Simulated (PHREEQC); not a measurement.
Spent oxide etchant

Make-up at 20 °C: 0.036 mol/kgw HF, 0.00014 mol/kgw H2SiF6 and 0.16 mol/kgw HCl. Closed to the air; pH follows from the charge balance.

Equilibrium calculation in PHREEQC: ion-association model, wateq4f.dat.

Each row changes one thing in this solution. This is a speciation only: nothing precipitates in the calculation.

| case | pH | ionic strength (mol/kgw) | HF (mol/kgw) | H2F2 (mol/kgw) | F- (mol/kgw) | HF2- (mol/kgw) | SI of Quartz (SiO2) |
|---|---|---|---|---|---|---|---|
| as made | 0.89 | 0.161 | 0.0299 | 0.00289 | 0.000240 | 2.75e-5 | -4.58 |
| HCl left out | 2.32 | 0.00523 | 0.0264 | 0.00217 | 0.00439 | 0.000427 | -6.67 |
| diluted 100-fold with water | 2.78 | 0.00172 | 0.000251 | 1.96e-7 | 0.000117 | 1.08e-7 | -1.80 |
| diluted 10-fold with water | 1.84 | 0.0162 | 0.00335 | 3.51e-5 | 0.000192 | 2.37e-6 | -1.50 |
| 0.07 mol/kgw H2SO4 added | 0.72 | 0.250 | 0.0299 | 0.00295 | 0.000176 | 2.05e-5 | -4.37 |
| HF from 0.036 to 0.072 mol/kgw | 0.89 | 0.161 | 0.0532 | 0.00913 | 0.000426 | 8.65e-5 | -6.08 |

Species that the database lacks are ignored. wateq4f.dat counts part of the HF as a dimer, H2F2, which phreeqc.dat doesn't know; its constant is uncertain. SiF6-2 is the database's only silicon fluoride.
